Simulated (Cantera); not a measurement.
Stirred combustor or abatement burner

A perfectly stirred reactor is fed with CO : H2 : O2 : N2 = 1 : 0.047 : 0.727 : 2.73 (molar parts), equivalence ratio 0.72, at 101000 Pa; it is adiabatic with a 423 K inlet, and is followed from long to short residence time, starting on the burning branch (τ in s: 0.23, 0.097, 0.04, 0.017, 0.0069, 0.0028, 0.0012, 0.00049, 0.0002, 8.4e-05).

Computed with Cantera and GRI-Mech 3.0 (53 species, 325 reactions).

| τ (s) | T (K) | x CO | x H2 | x O2 | x HO2 | x H | x OH | x NO |
|---|---|---|---|---|---|---|---|---|
| 0.23 | 2205 | 0.0111 | 9.38e-5 | 0.0536 | 8.03e-7 | 9.50e-5 | 0.00154 | 0.00368 |
| 0.097 | 2178 | 0.0148 | 0.000127 | 0.0557 | 9.20e-7 | 0.000157 | 0.00177 | 0.00254 |
| 0.040 | 2129 | 0.0212 | 0.000185 | 0.0588 | 1.27e-6 | 0.000302 | 0.00210 | 0.00147 |
| 0.017 | 2061 | 0.0296 | 0.000267 | 0.0624 | 2.03e-6 | 0.000589 | 0.00242 | 0.000704 |
| 0.0069 | 1969 | 0.0401 | 0.000376 | 0.0665 | 3.52e-6 | 0.00115 | 0.00266 | 0.000282 |
| 0.0028 | 1857 | 0.0519 | 0.000501 | 0.0708 | 5.90e-6 | 0.00213 | 0.00273 | 0.000128 |
| 0.0012 | 1729 | 0.0647 | 0.000612 | 0.0755 | 9.18e-6 | 0.00355 | 0.00254 | 7.97e-5 |
| 0.00049 | 1546 | 0.0853 | 0.000697 | 0.0846 | 1.51e-5 | 0.00502 | 0.00193 | 4.32e-5 |
| 0.00020 | 423 | 0.222 | 0.0104 | 0.161 | <1e-12 | <1e-12 | <1e-12 | <1e-12 |
| 8.4e-5 | 423 | 0.222 | 0.0104 | 0.161 | <1e-12 | <1e-12 | <1e-12 | <1e-12 |
x: mole fraction; the columns are a selection and need not sum to one.
